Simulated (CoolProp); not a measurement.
Sulfur hexafluoride at 450.14 K and 0.133 MPa is compressed adiabatically to 0.674 MPa with isentropic efficiency 0.6. Each further row changes one setting.

The numbers come from the reference Helmholtz-energy equation of state, Guder 2009 in CoolProp.

```csv
case,work (kJ/kg),final temperature (K),final density (kg/m³)
as stated,72.8,?,?
efficiency 1,43.7,?,?
efficiency 0.65,67.2,528.3,22.6
```

**Question.** What belongs in the gaps?

**Answer.** 
- as stated, final temperature (K): 534.5
- as stated, final density (kg/m³): 22.3
- efficiency 1, final temperature (K): 502.0
- efficiency 1, final density (kg/m³): 23.8
